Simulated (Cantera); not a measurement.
Feed: 1 mol Si, 5.3 mol HF, 0.64 mol H₂, equilibrated at 725 °C and 0.0100 bar.

Cantera equilibrium calculation (NASA polynomials, part measured and part estimated; ideal gas, pure solids and liquids). Candidate condensed phases: Si; 25 gas species. Kinetics and transport are ignored.

Base state: H₂ 0.534, HF 0.263, SiF₄ 0.202 (mole fractions); condensed: gas only.

Q: What changes in the equilibrium state with this change: temperature from 725 °C to 1425 °C?

A: 
```json
[
 {"species": "H₂", "before": "0.534", "after": "0.520"},
 {"species": "HF", "before": "0.263", "after": "0.278"},
 {"species": "SiF₄", "before": "0.202", "after": "0.184"},
 {"species": "SiF₃", "before": "7.15e-8", "after": "0.0158"},
 {"species": "SiF₂", "before": "<1e-9", "after": "0.000566"},
 {"species": "H", "before": "1.58e-8", "after": "0.00104"},
 {"species": "SiHF₃", "before": "8.61e-7", "after": "0.000591"}
]
```
The tables' values for SiF₃, SiF₂ are old estimates; treat these amounts as uncertain.
